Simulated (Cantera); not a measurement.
Premixed flame

A freely propagating, adiabatic, planar premixed flame of H₂ : O₂ : N₂ : H₂O = 1 : 0.278 : 1.04 : 0.41 (molar parts), equivalence ratio 1.8, unburnt at 448 K and 0.990 bar; mixture-averaged transport, grid criteria slope 0.08 and curve 0.16, no radiation.

Detailed kinetics in Cantera: the H2/O2 subset of GRI-Mech 3.0, which has no nitrogen chemistry. Burning velocities carry a grid error of a few per cent, more on coarse grids.

| z (mm) | T (K) | u (m/s) | x H₂ | x O₂ | x H₂O | x H | x O | x HO₂ |
|---|---|---|---|---|---|---|---|---|
| -1.02 | 448 | 3.99 | 0.367 | 0.102 | 0.150 | <1e-8 | <1e-8 | <1e-8 |
| -0.680 | 448 | 3.99 | 0.367 | 0.102 | 0.150 | <1e-8 | <1e-8 | <1e-8 |
| -0.510 | 448 | 3.99 | 0.366 | 0.102 | 0.150 | <1e-8 | <1e-8 | 4.11e-8 |
| -0.340 | 449 | 3.99 | 0.366 | 0.102 | 0.150 | <1e-8 | 2.47e-8 | 1.07e-6 |
| -0.170 | 476 | 4.19 | 0.357 | 0.103 | 0.153 | 1.48e-5 | 3.16e-6 | 0.000208 |
| -0.0850 | 692 | 5.94 | 0.328 | 0.0975 | 0.175 | 0.00187 | 0.000108 | 0.000423 |
| 0 | 1050 | 8.79 | 0.274 | 0.0764 | 0.229 | 0.0143 | 0.000901 | 0.000160 |
| 0.0850 | 1320 | 10.9 | 0.212 | 0.0418 | 0.299 | 0.0337 | 0.00217 | 6.45e-5 |
| 0.170 | 1469 | 12.1 | 0.175 | 0.0165 | 0.347 | 0.0449 | 0.00200 | 2.30e-5 |
| 0.340 | 1595 | 13.1 | 0.158 | 0.00273 | 0.375 | 0.0446 | 0.00114 | 3.56e-6 |
| 0.680 | 1694 | 13.8 | 0.162 | 0.000789 | 0.381 | 0.0342 | 0.000701 | 1.05e-6 |
| 1.36 | 1779 | 14.4 | 0.167 | 0.000392 | 0.386 | 0.0234 | 0.000373 | 5.41e-7 |
| 2.72 | 1844 | 14.8 | 0.171 | 0.000171 | 0.389 | 0.0149 | 0.000165 | 2.54e-7 |
x: mole fraction of selected species; z is measured from the peak of heat release.

```
Quantity                    Result
------------------------  --------
laminar burning velocity  399 cm/s
thermal thickness         0.340 mm
peak x(H)                   0.0468
peak x(O)                  0.00225
peak x(HO₂)               0.000527
grid points                    109
```
